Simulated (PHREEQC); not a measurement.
Consider water at 30 °C with 49 mmol/kgw HF, 22 mmol/kgw NaF, 6.8 mmol/kgw H2SiF6 and 5.2 mmol/kgw HCl. Closed to the air; pH follows from the charge balance.

The numbers come from PHREEQC with the ion-association model, wateq4f.dat.

### Question
The ionic strength comes out as 0.0345 mol/kgw. What activity coefficients do Cl-, HF2-, SiF6-2, H+, F- get?

### Answer
Cl- 0.84, HF2- 0.83, SiF6-2 0.51, H+ 0.87, F- 0.83.

Precipitation was switched off in this run. wateq4f.dat counts part of the HF as a dimer, H2F2, which phreeqc.dat doesn't know; its constant is uncertain. SiF6-2 is the database's only silicon fluoride.
